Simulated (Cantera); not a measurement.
Input: 1 mol HMDSO, 18 mol N₂O, held at 1.33 mbar.

These are equilibrium values from Cantera (NASA tables, ideal gas, pure condensed phases), not measurements of a reactor. Candidate condensed phases: C, C₆H₆, C₇H₈, C₈H₁₈, H₂O, Si, SiC, SiO₂, Si₂N₂O, Si₃N₄; 151 gas species. The feed counts by its element totals alone. The tables hold silica as quartz up to 1696 K and as liquid above; real silica turns to tridymite and cristobalite and melts near 1996 K. The numbers say what is thermodynamically allowed, not how fast it happens.

**Question.** Which condensed phases are stable at each of these points (T (°C)): 600, 700, 800, 900, 1000, 1100, 1200, 1300, 1400, 1500?

**Answer.** 
| T (°C) | condensed phases | Si condensed (%) |
|---|---|---|
| 600 | SiO₂(β-quartz) | 100.0 |
| 700 | SiO₂(β-quartz) | 100.0 |
| 800 | SiO₂(β-quartz) | 100.0 |
| 900 | SiO₂(β-quartz) | 100.0 |
| 1000 | SiO₂(β-quartz) | 100.0 |
| 1100 | SiO₂(β-quartz) | 100.0 |
| 1200 | SiO₂(β-quartz) | 100.0 |
| 1300 | SiO₂(β-quartz) | 100.0 |
| 1400 | SiO₂(β-quartz) | 99.9 |
| 1500 | SiO₂(condensed) | 99.4 |

From 600 °C to 1400 °C the condensed part is SiO₂(β-quartz). At 1500 °C the condensed part is SiO₂(condensed).
